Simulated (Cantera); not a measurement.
A diamond (100) surface in a fixed gas of H2 with x(CH4) = 0.028, x(CH3) = 0.00038, at 925 K, 13.5 Torr; coverages are run to steady state.

Computed with Cantera and the Harris–Goodwin 1993 mechanism for the reconstructed diamond (100) surface.

θ: site fractions in the mechanism's names (c6HH fully hydrogenated, c6H* and c6*H radical sites, c6** diradical, c6HM methylated).

```
x(H)     growth (µm/h)  θ c6HH   θ c6H*  θ c6*H    θ c6**   θ c6HM
-------  -------------  ------  -------  ------  --------  -------
0.0001           0.423   0.260  0.00434   0.112  0.000835    0.490
0.00023          0.798   0.333  0.00580   0.149   0.00165    0.401
0.00052           1.29   0.429  0.00767   0.197   0.00274    0.286
0.0012               …       …        …       …         …        …
0.0027            2.11   0.592   0.0108   0.278   0.00462   0.0902
0.0061            2.31   0.631   0.0116   0.297   0.00507   0.0437
0.014             2.41   0.651   0.0120   0.307   0.00530   0.0199
0.031             2.45   0.660   0.0122   0.311   0.00541        …
0.071             2.48   0.664   0.0124   0.313   0.00548  0.00403
```

Fill in the missing entries.


- 0.0012, growth (µm/h): 1.77
- 0.0012, θ c6HH: 0.525
- 0.0012, θ c6H*: 0.00951
- 0.0012, θ c6*H: 0.245
- 0.0012, θ c6**: 0.00384
- 0.0012, θ c6HM: 0.170
- 0.031, θ c6HM: 0.00914
